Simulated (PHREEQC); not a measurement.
Na2SO4 is added in steps, without added water, to 1 kg of water holding 0.012 mol/kgw ZnSO4, 0.033 mol/kgw ZnCl2 and 0.00045 mol/kgw HCl, at 25 °C. Oxygen alone is held at its pressure in air (log pO2 = -0.68). No CO2 enters from the air. Solids allowed: Halite, Zn(OH)2(e). Others were left out.

Base run: PHREEQC, ion-association model, phreeqc.dat. Each further column changes one thing. The table gives pH.

```json
[
 {"Na2SO4 added (mol)": "0", "base": "3.51", "all activity coefficients set to 1": "?", "Davies equation for every ion": "3.54", "Debye-Hückel limiting law": "3.60"},
 {"Na2SO4 added (mol)": "0.01562", "base": "3.60", "all activity coefficients set to 1": "?", "Davies equation for every ion": "3.62", "Debye-Hückel limiting law": "3.67"},
 {"Na2SO4 added (mol)": "0.02813", "base": "3.66", "all activity coefficients set to 1": "?", "Davies equation for every ion": "3.68", "Debye-Hückel limiting law": "3.72"},
 {"Na2SO4 added (mol)": "0.04375", "base": "3.73", "all activity coefficients set to 1": "?", "Davies equation for every ion": "3.75", "Debye-Hückel limiting law": "3.76"},
 {"Na2SO4 added (mol)": "0.05625", "base": "3.77", "all activity coefficients set to 1": "3.79", "Davies equation for every ion": "3.79", "Debye-Hückel limiting law": "3.78"},
 {"Na2SO4 added (mol)": "0.07187", "base": "3.81", "all activity coefficients set to 1": "3.87", "Davies equation for every ion": "3.84", "Debye-Hückel limiting law": "3.81"},
 {"Na2SO4 added (mol)": "0.08438", "base": "3.84", "all activity coefficients set to 1": "?", "Davies equation for every ion": "3.87", "Debye-Hückel limiting law": "3.83"},
 {"Na2SO4 added (mol)": "0.1", "base": "3.87", "all activity coefficients set to 1": "?", "Davies equation for every ion": "3.91", "Debye-Hückel limiting law": "3.84"}
]
```

Question: Some entries are withheld; supply them.

Answer: 
- 0, all activity coefficients set to 1: 3.40
- 0.01562, all activity coefficients set to 1: 3.50
- 0.02813, all activity coefficients set to 1: 3.59
- 0.04375, all activity coefficients set to 1: 3.71
- 0.08438, all activity coefficients set to 1: 3.92
- 0.1, all activity coefficients set to 1: 3.98
